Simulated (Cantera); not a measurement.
Feed: 1 mol Si2Cl6, 0.011 mol Cl2, 280 mol N2, held at 1798 K and 2.30 mbar.

These are equilibrium values from Cantera (NASA tables, ideal gas, pure condensed phases), not measurements of a reactor. Candidate condensed phases: Si, Si3N4; 13 gas species. The feed counts by its element totals alone. The tables' values for SiCl3, SiCl are old estimates; treat these amounts as uncertain. Rates play no part.

Base state: N2 0.986, Cl 0.00691, SiCl2 0.00682, SiCl3 0.000205, SiCl 1.01e-5 (mole fractions); condensed: gas only.

What changes in the equilibrium state with this change: Si2Cl6 replaced by Si3H8?


```
species       before     after
----------  --------  --------
N2             0.986     0.984
H2                 0    0.0136
Si           1.95e-6   0.00134
Cl           0.00691   3.31e-6
SiCl2        0.00682   1.07e-6
H                  0  0.000856
SiCl3       0.000205     <1e-9
Si(l), mol         0      2.57
```
The tables' values for SiN are old estimates; treat these amounts as uncertain. Further candidate phases: NH4Cl.

What changes in the equilibrium state with this change: Si2Cl6 replaced by SiHCl3?


```tsv
species	before	after
N2	0.986	0.992
SiCl2	0.00682	0.00344
HCl	0	0.00283
Cl	0.00691	0.000928
H2	0	0.000294
H	0	0.000126
Si	1.95e-6	5.46e-5
SiCl3	0.000205	1.38e-5
SiCl	1.01e-5	3.78e-5
```
The tables' values for SiCl, SiCl3 are old estimates; treat these amounts as uncertain. Further candidate phases: NH4Cl.
